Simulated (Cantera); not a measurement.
Thermodynamics of aluminium nitride and oxide growth, feed Al(CH3)3 + N2O + N2

Input: 1 mol Al(CH3)3, 2.5 mol N2O, a varied amount of N2, at 41.0 Pa.

These are equilibrium values from Cantera (NASA tables, ideal gas, pure condensed phases), not measurements of a reactor. Candidate condensed phases: Al, AlN, Al2O3, C, C6H6, C7H8, C8H18, H2O; 148 gas species. The feed counts by its element totals alone. Equilibrium is a limit: real reactors are often held back by kinetics, nucleation or transport.

Q: Map the stable condensed phases over T = 1375, 1475, 1575, 1675, 1775, 1875, 1975, 2075, 2175 K and n(N2) in mol = 21, 26, 32, 39, 47, 57, 70, 86, 100, 130, 160, 190.

A: 
```
T in K \ n(N2) in mol
          21  26  32  39  47  57  70  86 100 130 160 190
   2175    A   A   A   A   A   A   A   A   A   B   B   B
   2075    A   A   A   A   A   A   A   A   A   A   A   A
   1975    A   A   A   A   A   A   A   A   A   A   A   A
   1875    A   A   A   A   A   A   A   A   A   A   A   A
   1775    C   C   C   A   A   A   A   A   A   A   A   A
   1675    C   C   C   C   C   C   C   C   C   C   C   C
   1575    C   C   C   C   C   C   C   C   C   C   C   C
   1475    C   C   C   C   C   C   C   C   C   C   C   C
   1375    C   C   C   C   C   C   C   C   C   C   C   C
```
A: C; B: gas only; C: AlN + C.
